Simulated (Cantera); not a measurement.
## Cu + F₂ + H₂ (aluminium and copper etching)

Input: 1 mol Cu, 6.4 mol F₂, 29 mol H₂, held at 900 K and 120 Torr.

Method: chemical equilibrium by Gibbs-energy minimisation in Cantera with the NASA 1993 tables (ideal gas, pure condensed phases). Candidate condensed phases: Cu, CuF₂; 15 gas species. Rates play no part.

```
Item                                   Result
----------------------------------  ---------
x(H₂)                                   0.638
x(HF)                                   0.362
x(H₂F₂)                               1.22e-6
n(Cu(s))                             1.00 mol
gas amount                          35.40 mol
log10 activity of CuF₂(s) (absent)     -10.40
```
